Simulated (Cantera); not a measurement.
Charge: 1 mol B, 0.044 mol H2O, 0.15 mol H2, held at 1473.15 K and 0.110 bar.

Cantera equilibrium calculation (NASA polynomials, part measured and part estimated; ideal gas, pure solids and liquids). Candidate condensed phases: B, B2O3, B3O3H3, H2O; 23 gas species. Mutual solubility and eutectic melting of coexisting phases are not modelled. Kinetics and transport are ignored.

Base state: H2 0.989, HBO 0.00797, B3O3H3 0.00226, B2O2 0.000516, HBO2 0.000188, B2O3 0.000113, H 3.80e-5, H2O 1.07e-5 (mole fractions); condensed: B(s) + B2O3(l).

Question: What changes in the equilibrium state with this change: B replaced by Al?

Answer: 
| species | before | after |
|---|---|---|
| H2 | 0.989 | 1.000 |
| Al | 0 | 7.66e-5 |
| Al2O | 0 | 4.90e-5 |
| HBO | 0.00797 | 0 |
| B3O3H3 | 0.00226 | 0 |
| B2O2 | 0.000516 | 0 |
| HBO2 | 0.000188 | 0 |
| B(s), mol | 0.970 | 0 |
| B2O3(l), mol | 0.0136 | 0 |
| Al(l), mol | 0 | 0.971 |
| Al2O3(s), mol | 0 | 0.0147 |
Further candidate phases: Al, Al2O3.
